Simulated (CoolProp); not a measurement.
Vapour-liquid equilibrium of n-hexane (1) + benzene (2) at 454.2 K; x and y are mole fractions of (1).

Model: multi-fluid Helmholtz-energy mixture model, Thol 2019 and Thol 2012; pair parameters Bell 2016, in CoolProp.

```
x      bubble pressure, mixture model (kPa)  bubble pressure, Raoult's law (kPa)  y, mixture model  y, Raoult's law
-----  ------------------------------------  -----------------------------------  ----------------  ---------------
0.05                                   1082                                 1060             0.074            0.062
0.125                                  1129                                 1081             0.171            0.153
0.2                                    1169                                 1102             0.256            0.240
0.275                                   [?]                                 1123             0.333            0.324
0.35                                   1231                                 1144             0.404            0.405
0.425                                   [?]                                 1165             0.472            0.483
0.5                                    1275                                 1186               [?]            0.559
0.575                                  1291                                 1206             0.604            0.631
0.65                                   1305                                 1227             0.670            0.702
0.725                                  1314                                 1248             0.737            0.769
0.8                                    1321                                 1269               [?]            0.835
0.875                                  1325                                 1290             0.877            0.899
0.95                                   1326                                 1311             0.950            0.960
```

Problem. What belongs in the gaps?

Solution. 
- 0.275, bubble pressure, mixture model (kPa): 1202
- 0.425, bubble pressure, mixture model (kPa): 1255
- 0.5, y, mixture model: 0.539
- 0.8, y, mixture model: 0.806

The largest gap from Raoult's law is +7.7 % in bubble pressure, at x = 0.425. y crosses x between x = 0.875 and 0.95: the model has an azeotrope there.

The pair parameters rest on a limited set of measurements; away from them the model extrapolates.
